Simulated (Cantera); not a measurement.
A freely propagating, adiabatic, planar premixed flame of 6.01 % CH₄, 4.39 % CO, 14.5 % O₂, 67.9 % N₂, 7.21 % H₂O, unburnt at 623 K and 2180 Torr; mixture-averaged transport, grid criteria slope 0.08 and curve 0.16, no radiation.

Computed with Cantera and GRI-Mech 3.0 (53 species, 325 reactions). Burning velocities carry a grid error of a few per cent, more on coarse grids.

x: mole fraction of selected species; z is measured from the peak of heat release.

| z (mm) | T (K) | u (m/s) | x CH₄ | x CO | x O₂ | x HCN | x C₂H | x HO₂ |
|---|---|---|---|---|---|---|---|---|
| -0.669 | 623 | 0.581 | 0.0600 | 0.0438 | 0.145 | <1e-8 | <1e-8 | 1.14e-7 |
| -0.446 | 627 | 0.584 | 0.0598 | 0.0438 | 0.144 | <1e-8 | <1e-8 | 1.12e-6 |
| -0.335 | 637 | 0.595 | 0.0591 | 0.0438 | 0.144 | <1e-8 | <1e-8 | 4.62e-6 |
| -0.223 | 697 | 0.653 | 0.0558 | 0.0440 | 0.139 | 3.09e-8 | <1e-8 | 2.76e-5 |
| -0.112 | ___ | 0.950 | ___ | 0.0462 | ___ | ___ | <1e-8 | ___ |
| -0.0558 | 1348 | 1.27 | 0.0217 | 0.0492 | 0.0835 | 6.69e-7 | <1e-8 | 0.000165 |
| 0 | 1695 | 1.60 | 0.00430 | 0.0482 | 0.0461 | 1.33e-6 | 4.21e-8 | 8.65e-5 |
| 0.0558 | 1850 | 1.73 | 0.000163 | 0.0352 | 0.0258 | 9.58e-7 | 1.64e-8 | 2.23e-5 |
| 0.112 | 1919 | 1.78 | 2.97e-6 | 0.0248 | 0.0191 | 3.08e-7 | <1e-8 | 1.33e-5 |
| 0.223 | 1995 | 1.84 | <1e-8 | 0.0169 | 0.0145 | 3.48e-8 | <1e-8 | 7.88e-6 |
| 0.446 | 2064 | 1.90 | <1e-8 | 0.0123 | 0.0110 | <1e-8 | <1e-8 | 4.11e-6 |
| 0.892 | 2114 | 1.94 | <1e-8 | ___ | ___ | <1e-8 | <1e-8 | ___ |
| 1.78 | 2146 | 1.96 | <1e-8 | 0.00632 | 0.00668 | <1e-8 | <1e-8 | 1.12e-6 |

**Question.** Complete the blanks.

**Answer.** 
- -0.112, T (K): 1008
- -0.112, x CH₄: 0.0397
- -0.112, x O₂: 0.114
- -0.112, x HCN: 2.73e-7
- -0.112, x HO₂: 0.000135
- 0.892, x CO: 0.00887
- 0.892, x O₂: 0.00841
- 0.892, x HO₂: 2.05e-6
